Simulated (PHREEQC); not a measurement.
PHREEQC input (ion-association model, wateq4f.dat):

```
SOLUTION 1
  temp 25
  units mol/kgw
  pH 7 charge
END
SELECTED_OUTPUT 1
  -reset false
  -pH true
  -pe true
  -ionic_strength true
  -water true
  -totals Ca Cd F I
  -molalities H+ Ca+2 Cd+2 F- I- CaOH+ O2 OH- CaF+ HF
    HF2- CdF+ CdF2 CdOH+ Cd(OH)2 Cd(OH)3- Cd(OH)4-2 Cd2OH+3 CdI+ CdI2
    H2F2
  -equilibrium_phases Fluorite
  -saturation_indices Portlandite Cd(OH)2 CdF2
PRINT
  -reset false
USE solution 1
REACTION 1
  CdI2 1
  0 0.005 0.01 0.015 0.02 0.025 0.03 0.035 0.04 0.045 0.05 0.055 0.06 moles
EQUILIBRIUM_PHASES 1
  Fluorite 0 0.1
  O2(g) -0.68 10
END
```

Selected output (columns that matter, 13 of 13 rows; CdI2 added (mol) added in front):

```
CdI2 added (mol)	pH	mu	Ca	Cd	F	I	m_H+	m_Ca+2	m_Cd+2	m_F-	Fluorite	si_Portlandite	si_Cd(OH)2	si_CdF2
0	7.0948	0.00058491	0.00019534	0	0.00039068	0	8.2559e-08	0.00019475	0	0.00039004	0.099805	-12.368	-1000	-1000
0.005	6.4863	0.010922	0.00023187	0.005	0.00046374	0.01	3.5846e-07	0.00023127	0.0027711	0.00045266	0.099768	-13.644	-3.4213	-6.5473
0.01	6.4169	0.017901	0.00024482	0.01	0.00048964	0.02	4.2849e-07	0.00024422	0.0042038	0.00047405	0.099755	-13.8	-3.4226	-6.3928
0.015	6.3822	0.023601	0.00025335	0.015	0.00050671	0.03	4.6959e-07	0.00025275	0.0052123	0.00048819	0.099747	-13.88	-3.4264	-6.3162
0.02	6.3598	0.028554	0.00025982	0.02	0.00051964	0.04	4.9849e-07	0.00025922	0.0060006	0.00049895	0.09974	-13.932	-3.4302	-6.2674
0.025	6.3437	0.033001	0.00026506	0.025	0.00053012	0.05	5.2072e-07	0.00026446	0.0066519	0.00050772	0.099735	-13.971	-3.4339	-6.2325
0.03	6.3312	0.037073	0.00026949	0.03	0.00053898	0.06	5.3874e-07	0.00026888	0.0072091	0.00051516	0.099731	-14.001	-3.4373	-6.2057
0.035	6.3211	0.040855	0.00027333	0.035	0.00054667	0.07	5.5389e-07	0.00027273	0.0076972	0.00052164	0.099727	-14.026	-3.4405	-6.1842
0.04	6.3127	0.044402	0.00027674	0.04	0.00055347	0.08	5.6694e-07	0.00027613	0.0081324	0.00052739	0.099723	-14.047	-3.4434	-6.1664
0.045	6.3055	0.047754	0.00027979	0.045	0.00055959	0.09	5.784e-07	0.00027919	0.0085256	0.00053258	0.09972	-14.065	-3.4462	-6.1513
0.05	6.2992	0.050941	0.00028257	0.05	0.00056514	0.1	5.8863e-07	0.00028196	0.0088846	0.0005373	0.099717	-14.08	-3.4488	-6.1382
0.055	6.2937	0.053985	0.00028512	0.055	0.00057024	0.11	5.9785e-07	0.00028451	0.0092151	0.00054165	0.099715	-14.094	-3.4513	-6.1267
0.06	6.2887	0.056905	0.00028748	0.06	0.00057496	0.12	6.0625e-07	0.00028687	0.0095215	0.00054568	0.099713	-14.107	-3.4536	-6.1165
```

Species that the database lacks are ignored.
